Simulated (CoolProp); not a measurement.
Properties of R507A along the isotherm 226.85 °C.

Computed with CoolProp (reference Helmholtz-energy equation of state, Lemmon 2003). It is a pseudo-pure fit of the blend.

```tsv
p (MPa)	phase	density (kg/m³)	Joule-Thomson coefficient (K/MPa)	conductivity (mW/(m K))	fugacity coefficient
0.123	gas	2.934	3.697	28.3	0.9970
0.247	gas	5.909	3.697	28.4	0.9941
0.37	gas	8.878	3.698	28.5	0.9911
0.494	gas	11.89	3.698	28.6	0.9882
0.617	gas	14.89	3.698	28.7	0.9853
0.741	gas	17.94	3.697	28.8	0.9824
0.864	gas	20.98	3.697	28.9	0.9795
0.988	gas	24.06	3.696	28.9	0.9766
1.11	gas	27.11	3.695	29.0	0.9737
1.23	gas	30.13	3.694	29.1	0.9710
1.36	gas	33.42	3.693	29.2	0.9680
1.48	gas	36.48	3.691	29.3	0.9652
1.61	gas	39.80	3.689	29.4	0.9622
1.73	gas	42.90	3.687	29.5	0.9595
1.85	gas	46.00	3.685	29.6	0.9568
```

Thermal conductivity comes from a separate model (Geller 2001).
